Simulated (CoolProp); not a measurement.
Vapour-liquid equilibrium of n-pentane (1) + acetone (2) at 337.1 K; x and y are mole fractions of (1).

Values from CoolProp's multi-fluid Helmholtz-energy mixture model, Thol 2019 and Lemmon 2006; pair parameters Bell 2016.

```csv
x,bubble pressure (bar),y at the bubble point,dew pressure at overall composition x (bar),liquid density (mol/L)
0.05,1.652,0.229,1.379,12.36
0.15,(withheld),0.436,1.520,11.67
0.25,2.368,0.529,1.689,11.04
0.35,2.520,0.584,1.895,10.48
0.45,2.612,0.622,2.143,9.973
0.55,2.668,0.654,2.427,9.519
0.65,2.701,(withheld),2.662,9.115
0.75,2.706,0.733,2.699,8.758
0.85,2.664,0.798,2.607,(withheld)
0.95,2.529,0.909,2.472,8.167
```

**Question.** Fill in the missing entries.

**Answer.** 
- 0.15, bubble pressure (bar): 2.105
- 0.65, y at the bubble point: 0.689
- 0.85, liquid density (mol/L): 8.443

y crosses x between x = 0.65 and 0.75: the model has an azeotrope there.

Pair parameters are fitted to limited data, so mixtures are less certain than the pure fluids.
